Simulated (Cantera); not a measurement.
Input: 1 mol C3H6, 0.0088 mol O2, 41 mol N2, held at 2775 K and 0.0100 bar.

Cantera equilibrium calculation (NASA polynomials, part measured and part estimated; ideal gas, pure solids and liquids). Candidate condensed phases: C, C6H6, C7H8, C8H18, H2O; 136 gas species. Rates play no part.

Base state: N2 0.873, H 0.0858, HCN 0.0141, H2 0.0131, CN 0.00752, C3 0.00231, HNC 0.00219, C 0.000500 (mole fractions); condensed: C(graphite).

Task: What changes in the equilibrium state with this change: 0.45 mol H2S added?

Result: 
| species | before | after |
|---|---|---|
| N2 | 0.873 | 0.850 |
| H | 0.0858 | 0.0944 |
| H2 | 0.0131 | 0.0159 |
| CS | 0 | 0.00914 |
| HCN | 0.0141 | 0.0153 |
| S | 0 | 0.000331 |
| C2H2 (acetylene) | 0.000403 | 0.000488 |
| C2H | 0.000318 | 0.000350 |
| HNC | 0.00219 | 0.00238 |
| C2N2 | 0.000299 | 0.000292 |
| C(graphite), mol | 1.41 | 0.867 |
Further candidate phases: H2SO4, S.
